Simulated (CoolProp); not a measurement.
Vapour-liquid equilibrium of R125 (1) + R236FA (2) at 78 kPa; x and y are mole fractions of (1).

Values from CoolProp's multi-fluid Helmholtz-energy mixture model, Lemmon 2005 and Pan 2012; pair parameters Bell 2016.

Problem. Give the bubble temperature and the first vapour's composition at x = 0.05, 0.55, 0.95. Is there an azeotrope?

Solution. x = 0.05: 259.8 K, y = 0.259; x = 0.55: 230.6 K, y = 0.922; x = 0.95: 220.8 K, y = 0.995. No azeotrope shows between x = 0.05 and 0.95.

The pair parameters rest on a limited set of measurements; away from them the model extrapolates.
